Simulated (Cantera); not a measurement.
A perfectly stirred reactor is fed with CO : O2 : H2O : N2 = 0.011 : 0.0076 : 0.053 : 1 (molar parts), equivalence ratio 0.72, at 1.88 atm; it is held at 1250 K, and followed from long to short residence time.

Model: GRI-Mech 3.0 (53 species, 325 reactions), integrated in Cantera.

x: mole fraction; the columns are a selection and need not sum to one.

```csv
τ (s),x CO,x O2,x H2O,x H2O2,x HO2
6.2,2.69e-5,0.00198,0.0497,(withheld),1.42e-7
2.1,5.62e-5,0.00200,0.0497,(withheld),2.75e-7
0.70,0.000117,0.00204,0.0497,(withheld),5.01e-7
0.24,0.000238,0.00211,0.0496,(withheld),8.27e-7
0.080,0.000484,0.00226,0.0495,(withheld),1.26e-6
0.027,0.000962,0.00254,0.0494,(withheld),1.79e-6
0.0090,0.00188,0.00305,0.0492,(withheld),2.46e-6
0.0030,0.00348,0.00390,0.0490,(withheld),3.37e-6
0.0010,0.00586,0.00510,0.0489,(withheld),4.47e-6
0.00034,0.00840,0.00631,0.0490,(withheld),5.30e-6
```

Question: Fill in the missing entries.

Answer: 
- 6.2, x H2O2: 1.38e-8
- 2.1, x H2O2: 2.58e-8
- 0.70, x H2O2: 4.81e-8
- 0.24, x H2O2: 8.65e-8
- 0.080, x H2O2: 1.51e-7
- 0.027, x H2O2: 2.43e-7
- 0.0090, x H2O2: 3.59e-7
- 0.0030, x H2O2: 4.74e-7
- 0.0010, x H2O2: 5.37e-7
- 0.00034, x H2O2: 4.41e-7
